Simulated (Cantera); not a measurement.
A closed system holds: 1 mol borazine, 1.6 mol H2, equilibrated at 0.133 bar.

Equilibrium computed with Cantera from the NASA thermochemical tables; the gas is ideal and each condensed phase is pure. Candidate condensed phases: B, BN; 15 gas species. The feed counts by its element totals alone. Mutual solubility and eutectic melting of coexisting phases are not modelled. The tables' values for BH2 are old estimates; treat these amounts as uncertain. Gases not in the tables: B2H6 and higher boranes. Equilibrium is a limit: real reactors are often held back by kinetics, nucleation or transport.

log p: log10 of the partial pressure in bar; n: condensed amount in mol.

```tsv
T (°C)	log p H2	log p H	log p N2	log p BH2	n BN(s)	n B(s)
850	-0.88	-7.81	?	-10.18	3.00	0
1000	-0.88	-6.58	?	-8.50	3.00	0
1150	-0.88	-5.62	?	-7.17	3.00	0
1300	-0.88	-4.83	?	-6.12	3.00	0
1450	-0.88	-4.18	?	-5.26	3.00	0
1600	-0.88	-3.63	?	-4.54	3.00	0
1750	-0.88	-3.16	?	-4.15	2.99	0.00893
1900	-0.89	-2.76	?	-3.82	2.91	0.0832
```

**Question.** Fill in the missing entries.

**Answer.** 
- 850, log p N2: -10.06
- 1000, log p N2: -8.53
- 1150, log p N2: -7.35
- 1300, log p N2: -6.36
- 1450, log p N2: -5.52
- 1600, log p N2: -4.81
- 1750, log p N2: -3.78
- 1900, log p N2: -2.90
